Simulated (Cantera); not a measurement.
Cantera run:

```python
import numpy as np
import cantera as ct

gas_names = """
    B BCL BCL2 BCL3 BH BH2 BH3 BN B2 CL CL2 H HCL H2 N NH NH2 NH3 N2 N2H2 N2H4
""".split()
cond_names = """
    B(b) B(L) BN(s) NH4CL(a) NH4CL(b)
""".split()


# ... load() reads the species with a 1 bar reference pressure and builds the phases ...
atoms = {
    'BN': {'B': 1, 'N': 1},
    'HCl': {'H': 1, 'CL': 1},
    'NH3': {'N': 1, 'H': 3},
}
top_T = {'BN(s)': 3200}  # K; cautious upper limits of use, not melting points


# ... equilibrate(T, P, feed) seeds the gas with the atoms and calls Mixture.equilibrate('TP', solver="vcs", rtol=1e-11, max_steps=5000) ...
results = []
feed = {'BN': 1, 'HCl': 6, 'NH3': 0.0062}  # mol
P = 13332.2  # Pa
for T in [1575, 1600, 1625, 1650, 1675, 1700, 1725, 1750, 1775, 1800, 1825, 1850, 1875, 1900]:
    mix = equilibrate(T, P, feed)
    results.append((T, P, feed, dict(zip(mix.species_names, mix.species_moles))))
    x = sorted(zip(gas.X, gas.species_names), reverse=True)
    print(f"T = {T:g} K  P = {P:g} Pa  gas = {mix.phase_moles(0):.4g} mol")
    print("   x: " + "  ".join(f"{s} {v:.3e}" for v, s in x if v > 1e-06))
    print("   condensed (mol): " + ("  ".join(f"{mix.phase(i).name} {mix.phase_moles(i):.4g}"
          for i in range(1, mix.n_phases) if mix.phase_moles(i) > 1e-12) or "none"))
```

Result:

```
T = 1575 K  P = 13332.2 Pa  gas = 6.014 mol
   x: HCL 8.287e-01  H2 8.600e-02  BCL3 5.609e-02  N2 2.867e-02  CL 2.555e-04  BCL2 2.028e-04  H 3.338e-05  BCL 1.341e-05
   condensed (mol): BN(s) 0.6614
T = 1600 K  P = 13332.2 Pa  gas = 6.014 mol
   x: HCL 8.211e-01  H2 8.976e-02  BCL3 5.852e-02  N2 2.993e-02  CL 3.228e-04  BCL2 2.849e-04  H 4.461e-05  BCL 2.254e-05  CL2 1.150e-06
   condensed (mol): BN(s) 0.6462
T = 1625 K  P = 13332.2 Pa  gas = 6.015 mol
   x: HCL 8.135e-01  H2 9.352e-02  BCL3 6.092e-02  N2 3.119e-02  CL 4.047e-04  BCL2 3.959e-04  H 5.909e-05  BCL 3.726e-05  CL2 1.351e-06
   condensed (mol): BN(s) 0.6309
T = 1650 K  P = 13332.2 Pa  gas = 6.016 mol
   x: HCL 8.058e-01  H2 9.729e-02  BCL3 6.330e-02  N2 3.247e-02  BCL2 5.441e-04  CL 5.039e-04  H 7.760e-05  BCL 6.063e-05  CL2 1.577e-06
   condensed (mol): BN(s) 0.6155
T = 1675 K  P = 13332.2 Pa  gas = 6.017 mol
   x: HCL 7.980e-01  H2 1.011e-01  BCL3 6.564e-02  N2 3.375e-02  BCL2 7.403e-04  CL 6.232e-04  H 1.011e-04  BCL 9.720e-05  CL2 1.833e-06
   condensed (mol): BN(s) 0.6
T = 1700 K  P = 13332.2 Pa  gas = 6.019 mol
   x: HCL 7.902e-01  H2 1.048e-01  BCL3 6.792e-02  N2 3.505e-02  BCL2 9.972e-04  CL 7.658e-04  BCL 1.536e-04  H 1.306e-04  CL2 2.118e-06
   condensed (mol): BN(s) 0.5843
T = 1725 K  P = 13332.2 Pa  gas = 6.021 mol
   x: HCL 7.823e-01  H2 1.086e-01  BCL3 7.012e-02  N2 3.636e-02  BCL2 1.330e-03  CL 9.351e-04  BCL 2.392e-04  H 1.676e-04  CL2 2.437e-06
   condensed (mol): BN(s) 0.5683
T = 1750 K  P = 13332.2 Pa  gas = 6.024 mol
   x: HCL 7.743e-01  H2 1.123e-01  BCL3 7.224e-02  N2 3.770e-02  BCL2 1.758e-03  CL 1.135e-03  BCL 3.678e-04  H 2.135e-04  CL2 2.791e-06
   condensed (mol): BN(s) 0.552
T = 1775 K  P = 13332.2 Pa  gas = 6.028 mol
   x: HCL 7.662e-01  H2 1.160e-01  BCL3 7.424e-02  N2 3.906e-02  BCL2 2.303e-03  CL 1.370e-03  BCL 5.579e-04  H 2.700e-04  CL2 3.181e-06
   condensed (mol): BN(s) 0.5353
T = 1800 K  P = 13332.2 Pa  gas = 6.032 mol
   x: HCL 7.579e-01  H2 1.197e-01  BCL3 7.609e-02  N2 4.047e-02  BCL2 2.989e-03  CL 1.644e-03  BCL 8.358e-04  H 3.393e-04  CL2 3.610e-06
   condensed (mol): BN(s) 0.5179
T = 1825 K  P = 13332.2 Pa  gas = 6.039 mol
   x: HCL 7.494e-01  H2 1.234e-01  BCL3 7.776e-02  N2 4.193e-02  BCL2 3.844e-03  CL 1.962e-03  BCL 1.236e-03  H 4.237e-04  CL2 4.078e-06
   condensed (mol): BN(s) 0.4998
T = 1850 K  P = 13332.2 Pa  gas = 6.047 mol
   x: HCL 7.407e-01  H2 1.271e-01  BCL3 7.921e-02  N2 4.347e-02  BCL2 4.900e-03  CL 2.330e-03  BCL 1.807e-03  H 5.259e-04  CL2 4.586e-06
   condensed (mol): BN(s) 0.4805
T = 1875 K  P = 13332.2 Pa  gas = 6.057 mol
   x: HCL 7.316e-01  H2 1.307e-01  BCL3 8.039e-02  N2 4.511e-02  BCL2 6.189e-03  CL 2.751e-03  BCL 2.610e-03  H 6.489e-04  CL2 5.134e-06  BH2 1.468e-06
   condensed (mol): BN(s) 0.4598
T = 1900 K  P = 13332.2 Pa  gas = 6.071 mol
   x: HCL 7.222e-01  H2 1.342e-01  BCL3 8.124e-02  N2 4.687e-02  BCL2 7.746e-03  BCL 3.724e-03  CL 3.233e-03  H 7.962e-04  CL2 5.721e-06  BH2 2.145e-06
   condensed (mol): BN(s) 0.4372
```

Method: chemical equilibrium by Gibbs-energy minimisation in Cantera with the NASA 1993 tables (ideal gas, pure condensed phases). The tables' values for BCl2, BCl are old estimates; treat these amounts as uncertain. Gases not in the tables: BHCl2.
